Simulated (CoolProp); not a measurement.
R134a along the isobar 1730 kPa: fugacity coefficient from the reference equation and from simpler models built on Tc = 374.2 K, pc = 4059 kPa, ω = 0.327; each cubic takes its own stable root.

Computed with CoolProp (reference Helmholtz-energy equation of state, Tillner-Roth 1994).

```
T (K)   phase  reference  Redlich-Kwong  Peng-Robinson
-----  ------  ---------  -------------  -------------
316.9  liquid     0.5449         0.6938         0.5497
330.7  liquid     0.7240         0.7969         0.7283
344.5     gas     0.7997         0.8197         0.7973
358.3     gas     0.8270         0.8391         0.8212
372.1     gas     0.8494         0.8558         0.8417
385.9     gas     0.8682         0.8704         0.8595
399.8     gas     0.8843         0.8832         0.8751
413.6     gas     0.8979         0.8943         0.8887
427.4     gas     0.9096         0.9042         0.9008
441.2     gas     0.9198         0.9129         0.9114
455       gas     0.9287         0.9207         0.9208
```

At some of these states Redlich-Kwong gives the other phase, because its saturation line lies elsewhere.
